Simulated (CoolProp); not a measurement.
Properties of n-undecane along the isotherm 620 K (Tc = 638.8 K, pc = 1.990 MPa, ω = 0.539).

Values from CoolProp's reference Helmholtz-energy equation of state, Aleksandrov 2011. It is a short technical equation, of lower accuracy than the large ones.

```
p (MPa)   phase       Z  cv (kJ/(kg K))  isothermal compressibility (1/MPa)  expansivity (1/kK)
-------  ------  ------  --------------  ----------------------------------  ------------------
0.0315      gas  0.9931           2.858                               31.97               1.654
0.0508      gas  0.9888           2.859                               19.91               1.680
0.0821      gas  0.9819           2.861                               12.41               1.724
0.133       gas  0.9705           2.864                               7.752               1.798
0.214       gas  0.9520           2.869                               4.916               1.927
0.346       gas  0.9208           2.877                               3.152               2.170
0.56        gas  0.8673           2.893                               2.086               2.678
0.904       gas  0.7702           2.924                               1.508               4.048
1.46        gas  0.5441           3.015                               1.809               14.70
2.36     liquid  0.1709           2.985                             0.05896               5.493
3.81     liquid  0.2598           2.970                             0.03074               3.544
6.16     liquid  0.3977           2.961                             0.01803               2.527
9.95     liquid  0.6092           2.955                             0.01112               1.885
```
